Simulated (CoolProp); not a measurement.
Vapour-liquid equilibrium of cyclohexane (1) + n-heptane (2) at 476.2 K; x and y are mole fractions of (1).

Computed with CoolProp (multi-fluid Helmholtz-energy mixture model, Zhou 2014 and Span 2003; pair parameters Bell 2016).

Problem. Give the bubble pressure and the first vapour's composition at x = 0.25, 0.35, 0.65. Is there an azeotrope?

Solution. x = 0.25: 11.27 bar, y = 0.294; x = 0.35: 11.66 bar, y = 0.402; x = 0.65: 12.81 bar, y = 0.697. No azeotrope shows between x = 0.05 and 0.95.

The pair parameters rest on a limited set of measurements; away from them the model extrapolates.
